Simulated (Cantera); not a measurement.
A perfectly stirred reactor is fed with NH3 : H2 = 1 : 0.36 (molar parts), at 315 Torr; it is held at 2000 K, and followed from long to short residence time.

Cantera simulation using the gas-phase N/H chemistry of the illustrative SiF4/NH3 mechanism in the Surface Chemkin manual (1991); the numbers are that mechanism's predictions, not measurements. Walls and surfaces, which speed up NH3 decomposition in real reactors, are not modelled.

Task: What does this change do: temperature 2000 to 1275 K?

Result: 
```csv
quantity,before,after
x(NH3) at τ = 0.440 s,0.0998,0.735
x(H2) at τ = 0.440 s,0.716,0.265
x(NH) at τ = 0.440 s,8.20e-6,7.62e-10
x(N) at τ = 0.440 s,7.77e-7,4.61e-12
x(N2H4) at τ = 0.440 s,1.41e-8,1.18e-8
x(NH3) at τ = 27.0 ms,0.518,0.735
x(H2) at τ = 27.0 ms,0.419,0.265
x(NH) at τ = 27.0 ms,1.31e-5,4.20e-11
x(N) at τ = 27.0 ms,6.44e-7,<1e-12
x(N2H4) at τ = 27.0 ms,1.27e-7,6.41e-10
```
